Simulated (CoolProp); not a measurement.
Propylene at 447.33 K and 6.65 MPa is compressed adiabatically to 35.8 MPa with isentropic efficiency 0.6. Each further row changes one setting.

Values from CoolProp's reference Helmholtz-energy equation of state, Lemmon 2013.

```json
[
 {"case": "as stated", "work (kJ/kg)": "214", "final temperature (K)": "573.0", "final density (kg/m³)": "[?]"},
 {"case": "efficiency 1", "work (kJ/kg)": "[?]", "final temperature (K)": "[?]", "final density (kg/m³)": "[?]"},
 {"case": "efficiency 0.65", "work (kJ/kg)": "[?]", "final temperature (K)": "[?]", "final density (kg/m³)": "[?]"}
]
```

### Question
What belongs in the gaps?

### Answer

- as stated, final density (kg/m³): 311
- efficiency 1, work (kJ/kg): 128
- efficiency 1, final temperature (K): 544.4
- efficiency 1, final density (kg/m³): 333
- efficiency 0.65, work (kJ/kg): 198
- efficiency 0.65, final temperature (K): 567.5
- efficiency 0.65, final density (kg/m³): 315
